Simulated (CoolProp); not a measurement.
The fluid at 278.47 K and 0.498 MPa expands adiabatically to 0.0794 MPa with isentropic efficiency 0.7. The same conditions are run with several fluids, on thermodynamics alone (safety and materials aside).

Values from CoolProp's reference Helmholtz-energy equation of state of each fluid (R507A: Lemmon 2003; sulfur hexafluoride: Guder 2009; R410A: Lemmon 2003; normal hydrogen: Leachman 2009). Blends and air are pseudo-pure fits.

```
fluid                work (kJ/kg)  final temperature (K)  final density (kg/m³)
-------------------  ------------  ---------------------  ---------------------
R507A                        25.1                      …                      …
sulfur hexafluoride          17.8                  243.7                   5.82
R410A                        33.3                  223.5                      …
normal hydrogen                 …                  196.7                 0.0978
```

Question: Fill in the missing entries.

Answer: 
- R507A, final temperature (K): 237.2
- R507A, final density (kg/m³): 4.11
- R410A, final density (kg/m³): 3.21
- normal hydrogen, work (kJ/kg): 1140
